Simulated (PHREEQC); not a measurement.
A solution holds 0.024 mol/kgw CuCl2 and 0.047 mol/kgw FeCl3, at 25 °C. Closed to the air; pH follows from the charge balance.

All values are PHREEQC results (ion-association model, phreeqc.dat), not measurements.

No solid was allowed to form.

### Question
Estimate the pH, ionic strength.

### Answer
pH 2.01; ionic strength 0.268 mol/kgw.

### Question
In which forms is Cu present?

### Answer
Cu+2 88 %, CuCl+ 11 % of the Cu.

The solution is supersaturated, for example in Hematite (slow to form), Goethite (slow to form), so a real one may precipitate; this is no full list.
